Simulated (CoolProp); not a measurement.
Vapour-liquid equilibrium of CH2F2 (R32) (1) + R152A (2) at 35.65 °C; x and y are mole fractions of (1).

Values from CoolProp's multi-fluid Helmholtz-energy mixture model, Tillner-Roth 1997 and Outcalt 1996; pair parameters Bell 2016.

```json
[
 {"x": "0.05", "bubble pressure, mixture model (bar)": "8.731", "bubble pressure, Raoult's law (bar)": "8.791", "y, mixture model": "0.107", "y, Raoult's law": "0.127"},
 {"x": "0.15", "bubble pressure, mixture model (bar)": "10.04", "bubble pressure, Raoult's law (bar)": "10.21", "y, mixture model": "0.283", "y, Raoult's law": "0.327"},
 {"x": "0.25", "bubble pressure, mixture model (bar)": "11.36", "bubble pressure, Raoult's law (bar)": "11.63", "y, mixture model": "0.422", "y, Raoult's law": "0.479"},
 {"x": "0.35", "bubble pressure, mixture model (bar)": "12.70", "bubble pressure, Raoult's law (bar)": "13.04", "y, mixture model": "0.537", "y, Raoult's law": "0.597"},
 {"x": "0.45", "bubble pressure, mixture model (bar)": "14.06", "bubble pressure, Raoult's law (bar)": "14.46", "y, mixture model": "0.634", "y, Raoult's law": "0.693"},
 {"x": "0.55", "bubble pressure, mixture model (bar)": "15.45", "bubble pressure, Raoult's law (bar)": "15.88", "y, mixture model": "0.718", "y, Raoult's law": "0.771"},
 {"x": "0.65", "bubble pressure, mixture model (bar)": "16.88", "bubble pressure, Raoult's law (bar)": "17.30", "y, mixture model": "0.791", "y, Raoult's law": "0.836"},
 {"x": "0.75", "bubble pressure, mixture model (bar)": "18.35", "bubble pressure, Raoult's law (bar)": "18.71", "y, mixture model": "0.858", "y, Raoult's law": "0.892"},
 {"x": "0.85", "bubble pressure, mixture model (bar)": "19.87", "bubble pressure, Raoult's law (bar)": "20.13", "y, mixture model": "0.918", "y, Raoult's law": "0.940"},
 {"x": "0.95", "bubble pressure, mixture model (bar)": "21.45", "bubble pressure, Raoult's law (bar)": "21.55", "y, mixture model": "0.974", "y, Raoult's law": "0.981"}
]
```

The largest gap from Raoult's law is -2.8 % in bubble pressure, at x = 0.45. No azeotrope shows between x = 0.05 and 0.95.

The pair parameters rest on a limited set of measurements; away from them the model extrapolates.
